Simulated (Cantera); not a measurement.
A closed system holds: 1 mol TiO₂, 0.029 mol H₂O, 6.8 mol H₂, equilibrated at 27.0 mbar.

Cantera equilibrium calculation (NASA polynomials, part measured and part estimated; ideal gas, pure solids and liquids). Candidate condensed phases: H₂O, Ti, TiO, TiO₂, Ti₂O₃, Ti₃O₅, Ti₄O₇; 12 gas species. Mutual solubility and eutectic melting of coexisting phases are not modelled. Condensed phases not in the tables: Magnéli phases beyond Ti₄O₇. The numbers say what is thermodynamically allowed, not how fast it happens.

x: gas mole fraction; n: condensed amount in mol.

| T (K) | x H₂ | x H₂O | x H | x OH | n TiO₂(rutile) | n Ti₄O₇(s) |
|---|---|---|---|---|---|---|
| 1023 | 0.996 | 0.00425 | 2.51e-8 | <1e-12 | 1.00 | 0 |
| 1073 | 0.996 | 0.00425 | ? | ? | 1.00 | 0 |
| 1123 | 0.996 | 0.00425 | 2.59e-7 | 5.68e-12 | 1.00 | 0 |
| 1173 | 0.996 | 0.00425 | 7.16e-7 | 2.10e-11 | 1.00 | 0 |
| 1223 | 0.996 | 0.00425 | 1.83e-6 | 7.01e-11 | 1.00 | 0 |
| 1273 | 0.996 | 0.00425 | 4.33e-6 | 2.13e-10 | 1.00 | 0 |
| 1323 | 0.996 | 0.00425 | ? | ? | 1.00 | 0 |
| 1373 | 0.994 | 0.00579 | 2.02e-5 | 2.10e-9 | 0.958 | 0.0105 |
| 1423 | 0.991 | 0.00877 | 4.02e-5 | 7.73e-9 | 0.876 | 0.0309 |
| 1473 | 0.987 | 0.0129 | 7.65e-5 | 2.61e-8 | 0.763 | 0.0593 |
| 1523 | 0.981 | 0.0186 | 0.000139 | 8.13e-8 | 0.608 | 0.0979 |

**Question.** Complete the blanks.

**Answer.** 
- 1073, x H: 8.51e-8
- 1073, x OH: 1.36e-12
- 1323, x H: 9.63e-6
- 1323, x OH: 5.94e-10
